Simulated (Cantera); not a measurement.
Premixed flame

A freely propagating, adiabatic, planar premixed flame of CO : H₂ : O₂ : N₂ = 1 : 0.12 : 0.4 : 1.08 (molar parts), equivalence ratio 1.4, unburnt at 675 K and 135 Torr; mixture-averaged transport, grid criteria slope 0.08 and curve 0.16, no radiation.

Cantera simulation using GRI-Mech 3.0 (53 species, 325 reactions); the numbers are that mechanism's predictions, not measurements. Burning velocities carry a grid error of a few per cent, more on coarse grids.

```
z (mm)  T (K)  u (m/s)   x CO     x H₂    x O₂      x H   x H₂O₂    x N₂O
------  -----  -------  -----  -------  ------  -------  -------  -------
-22.2     675     3.76  0.385   0.0462   0.154    <1e-8    <1e-8    <1e-8
-14.8     675     3.76  0.385   0.0462   0.154    <1e-8    <1e-8    <1e-8
-11.1     675     3.76  0.385   0.0462   0.154    <1e-8    <1e-8    <1e-8
-7.41     675     3.76  0.385   0.0462   0.154    <1e-8    <1e-8    <1e-8
-3.71     676     3.77  0.385   0.0460   0.154  2.74e-5  2.14e-7    <1e-8
-1.85     740     4.11  0.382   0.0429   0.151  0.00187  9.13e-7    <1e-8
0        1118     6.15  0.339   0.0150   0.115   0.0259  3.96e-7    <1e-8
1.85     1443     7.75  0.258  0.00479  0.0593   0.0468  1.60e-7  1.95e-8
3.71     1590     8.41  0.229  0.00556  0.0451   0.0492  1.12e-7  1.81e-8
7.41     1733     9.06  0.225  0.00640  0.0426   0.0404  8.02e-8  1.83e-8
14.8     1895     9.79  0.225  0.00679  0.0415   0.0293  4.83e-8  1.98e-8
29.6     2075     10.6  0.221  0.00666  0.0388   0.0196  2.65e-8  2.24e-8
59.3     2255     11.3  0.213  0.00613  0.0342   0.0126  1.60e-8  2.91e-8
```
x: mole fraction of selected species; z is measured from the peak of heat release.

The laminar burning velocity comes out as 376 cm/s. The thermal thickness is 7.41 mm and the peak x(H) is 0.0497. The peak x(H₂O₂) is 1.04e-6. The grid points is 145.
